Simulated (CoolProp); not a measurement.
A simple Rankine cycle with R114: condensing at 316.15 K, boiler at 1.03 MPa, turbine inlet 499 K, turbine efficiency 0.85, pump efficiency 0.8, no recuperator. Each further row changes one setting.

Values from CoolProp's reference Helmholtz-energy equation of state, Platzer 1990. This equation is an older, rougher fit; its heat capacities, sound speeds and derivatives of the liquid may be far off and weren't checked against measurements.

```tsv
case	thermal efficiency (%)	net work (kJ/kg)	heat in (kJ/kg)	turbine exit temperature (K)	volume ratio over the turbine
as stated	7.2	19.1	265	472.1	2.74
condensing temperature 308.15 K	8.6	23.4	…	466.5	…
boiler pressure 0.721 MPa	4.8	…	267	…	…
turbine efficiency 0.75	…	16.8	265	474.8	…
```

Complete the blanks.


- condensing temperature 308.15 K, heat in (kJ/kg): 273
- condensing temperature 308.15 K, volume ratio over the turbine: 3.43
- boiler pressure 0.721 MPa, net work (kJ/kg): 12.8
- boiler pressure 0.721 MPa, turbine exit temperature (K): 481.7
- boiler pressure 0.721 MPa, volume ratio over the turbine: 1.92
- turbine efficiency 0.75, thermal efficiency (%): 6.3
- turbine efficiency 0.75, volume ratio over the turbine: 2.76
